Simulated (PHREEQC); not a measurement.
Solution (25 °C): 2.1 mol/kgw HCl, 1 mol/kgw SrCl2 and 0.0858 mol/kgw KBr. Closed to the air; pH follows from the charge balance.

All values are PHREEQC results (Pitzer model, pitzer.dat), not measurements.

**Question.** The ionic strength comes out as 5.19 mol/kgw. What activity coefficients do H+, Cl-, K+, Sr+2, Br- get?

**Answer.** H+ 4.0, Cl- 0.60, K+ 1.2, Sr+2 1.6, Br- 0.78. Single-ion values are on the MacInnes scale.

This is a speciation only: nothing precipitates in the calculation. In brines, pH and single-ion activities rest on the MacInnes convention.
